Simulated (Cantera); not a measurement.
Reactions in the system Ca-Cl-F-H

Cantera with NASA thermochemical tables; ideal gases at 1 bar, condensed phases pure. Values are per mole of reaction as written; species without (g) are pure solids or liquids, kept so even where they would boil at 1 bar.

Cl2(g) + CaF2 + 2 H(g) = 2 HF(g) + CaCl2

| T (K) | ΔH° (kJ) | ΔS° (J/K) | ΔG° (kJ) | log10 K |
|---|---|---|---|---|
| 300 | -551.0 | -69.0 | -530.3 | 92.34 |
| 623 | -556.8 | -81.7 | -505.9 | 42.41 |
| 673 | -557.8 | -83.2 | -501.7 | 38.94 |
| 723 | -558.8 | -84.7 | -497.6 | 35.95 |
| 773 | -559.9 | -86.2 | -493.3 | 33.33 |
| 823 | -561.0 | -87.6 | -488.9 | 31.03 |
| 873 | -562.2 | -88.9 | -484.5 | 28.99 |
| 923 | -563.4 | -90.3 | -480.0 | 27.17 |
| 973 | -564.5 | -91.5 | -475.5 | 25.53 |
